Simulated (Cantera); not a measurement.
**Moist CO burnout**

An isothermal, constant-pressure homogeneous reactor starts with CO : O2 : H2O : N2 = 0.027 : 0.078 : 0.022 : 1 (molar parts), equivalence ratio 0.17, at 1375 K and 0.133 bar.

Computed with Cantera and GRI-Mech 3.0 (53 species, 325 reactions).

```json
[
 {"t (s)": "0.000100", "x CO": "0.0240", "x O2": "0.0692", "x H2O": "0.0195", "x NO": "<1e-12", "x N2O": "<1e-12"},
 {"t (s)": "0.000228", "x CO": "0.0240", "x O2": "0.0692", "x H2O": "0.0195", "x NO": "<1e-12", "x N2O": "<1e-12"},
 {"t (s)": "0.000518", "x CO": "0.0240", "x O2": "0.0692", "x H2O": "0.0195", "x NO": "<1e-12", "x N2O": "<1e-12"},
 {"t (s)": "0.00118", "x CO": "0.0240", "x O2": "0.0692", "x H2O": "0.0195", "x NO": "<1e-12", "x N2O": "4.10e-12"},
 {"t (s)": "0.00268", "x CO": "0.0238", "x O2": "0.0691", "x H2O": "0.0195", "x NO": "1.28e-11", "x N2O": "5.66e-10"},
 {"t (s)": "0.00611", "x CO": "0.00915", "x O2": "0.0600", "x H2O": "0.0167", "x NO": "4.84e-7", "x N2O": "5.42e-8"},
 {"t (s)": "0.0139", "x CO": "0.00154", "x O2": "0.0574", "x H2O": "0.0181", "x NO": "2.71e-6", "x N2O": "6.35e-8"},
 {"t (s)": "0.0316", "x CO": "0.000363", "x O2": "0.0577", "x H2O": "0.0193", "x NO": "3.10e-6", "x N2O": "1.01e-7"},
 {"t (s)": "0.0720", "x CO": "7.18e-5", "x O2": "0.0579", "x H2O": "0.0196", "x NO": "3.14e-6", "x N2O": "1.39e-7"},
 {"t (s)": "0.164", "x CO": "1.45e-5", "x O2": "0.0579", "x H2O": "0.0197", "x NO": "3.16e-6", "x N2O": "1.58e-7"},
 {"t (s)": "0.373", "x CO": "3.38e-6", "x O2": "0.0579", "x H2O": "0.0197", "x NO": "3.16e-6", "x N2O": "1.51e-7"},
 {"t (s)": "0.848", "x CO": "9.65e-7", "x O2": "0.0579", "x H2O": "0.0197", "x NO": "3.17e-6", "x N2O": "1.14e-7"},
 {"t (s)": "1.93", "x CO": "3.54e-7", "x O2": "0.0579", "x H2O": "0.0197", "x NO": "3.17e-6", "x N2O": "5.68e-8"},
 {"t (s)": "4.39", "x CO": "1.98e-7", "x O2": "0.0579", "x H2O": "0.0198", "x NO": "3.17e-6", "x N2O": "1.63e-8"},
 {"t (s)": "10.0", "x CO": "1.76e-7", "x O2": "0.0579", "x H2O": "0.0198", "x NO": "3.17e-6", "x N2O": "8.93e-9"}
]
```
x: mole fraction; the columns are a selection and need not sum to one.

Equilibrium at this temperature and pressure: CO 1.76e-7, O2 0.0577, H2O 0.0198, NO 0.000353, N2O 8.83e-9 (gas phase only).
